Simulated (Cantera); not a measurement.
A perfectly stirred reactor is fed with NH₃ : H₂ = 1 : 0.49 (molar parts), at 750 Torr; it is held at 1550 K, and followed from long to short residence time.

Detailed kinetics in Cantera: the gas-phase N/H chemistry of the illustrative SiF4/NH3 mechanism in the Surface Chemkin manual (1991). Walls and surfaces, which speed up NH3 decomposition in real reactors, are not modelled.

```tsv
quantity	before	after
x(NH₃) at τ = 4.50 s	0.552	0.00133
x(H₂) at τ = 4.50 s	0.412	0.794
x(NH₂) at τ = 4.50 s	3.92e-5	2.52e-5
x(NH) at τ = 4.50 s	1.00e-7	3.86e-6
x(H) at τ = 4.50 s	1.27e-5	0.00487
x(NH₃) at τ = 0.110 s	0.667	0.0245
x(H₂) at τ = 0.110 s	0.332	0.780
x(NH₂) at τ = 0.110 s	4.57e-5	0.000240
x(NH) at τ = 0.110 s	1.12e-7	1.87e-5
x(H) at τ = 0.110 s	9.91e-6	0.00247
```

Question: Which change was made?
A. temperature 1550 to 1950 K
B. pressure from 750 Torr to 10.5 Torr
C. NH3 1 to 0.15 parts
D. temperature 1550 to 2200 K

Answer: D, temperature 1550 to 2200 K
